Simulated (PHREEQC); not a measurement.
0.84 g of hydrous ferric oxide (600 m²/g; 0.2 weak and 0.005 strong sites per Fe, Dzombak-Morel constants, diffuse double layer) in 1 kg of water with 0.1 mol/kgw of an inert sodium salt and 0.00016 mol MgCl2, at 25 °C; the pH is set by adding NaOH or the inert anion's acid. O2 is buffered at 0.21 atm. CO2 from the air is kept out. Precipitation was switched off in this run.

Model: ion-association model, wateq4f.dat, run in PHREEQC.

```tsv
pH	Mg sorbed (%)	surface charge σ (C/m²)	surface potential ψ (mV)
4	0.0	0.321	146
4.5	0.0	0.273	138
5	0.0	0.215	126
5.5	0.0	0.159	111
6	0.0	0.112	93
6.5	0.2	0.074	74
7	1.8	0.045	53
7.5	12.4	0.023	30
8	49.8	0.007	9
8.5	87.0	-0.009	-12
9	98.0	-0.027	-35
9.5	99.7	-0.050	-57
10	100.0	-0.081	-78
10.5	100.0	-0.120	-97
11	100.0	-0.167	-113
11.5	100.0	-0.218	-126
12	100.0	-0.264	-133
```
